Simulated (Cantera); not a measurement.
Input: 1 mol SiH2Cl2, 10 mol H2, 0.65 mol Cl2, equilibrated at 60.8 Torr.

Points: T (K) = 875, 925, 975, 1025, 1075, 1125, 1175, 1225, 1275, 1325, 1375.

Cantera's Mixture.equilibrate('TP', solver="vcs", rtol=1e-11, max_steps=5000) on the NASA tables stopped like this:

```
ERROR: FAILURE its = 5001!

*******************************************************************************
CanteraError thrown by MultiPhase::equilibrate:
VCS solver failed. Return code: -1
*******************************************************************************
```

What got this run through?

Several could match; the one computed here: The failure is numerical, not chemical. The same input converged with solver="gibbs", rtol=1e-10, max_steps=50000, and the result passed a check of the equilibrium conditions:
```
log10 of partial pressures in bar; condensed amounts in mol
       T/K        H2       HCL     SiCL4     SiCL2    SiHCL3     SiCL3    Si(cr)
       875    -1.127    -3.350    -2.363    -5.467    -2.801    -4.796     0.129
       925    -1.129    -3.123    -2.370    -4.958    -2.815    -4.463    0.1406
       975    -1.131    -2.922    -2.381    -4.506    -2.832    -4.170    0.1562
      1025    -1.133    -2.744    -2.400    -4.103    -2.855    -3.911    0.1755
      1075    -1.137    -2.587    -2.429    -3.745    -2.885    -3.687    0.1975
      1125    -1.142    -2.448    -2.473    -3.429    -2.927    -3.496    0.2196
      1175    -1.148    -2.329    -2.539    -3.153    -2.985    -3.341    0.2377
      1225    -1.154    -2.230    -2.634    -2.918    -3.065    -3.225    0.2473
      1275    -1.162    -2.150    -2.768    -2.725    -3.174    -3.153    0.2453
      1325    -1.168    -2.091    -2.949    -2.576    -3.317    -3.130    0.2327
      1375    -1.174    -2.051    -3.176    -2.468    -3.494    -3.153     0.214
```

The gas is ideal and each condensed phase is pure. The tables' values for SiCl3 are old estimates; treat these amounts as uncertain.
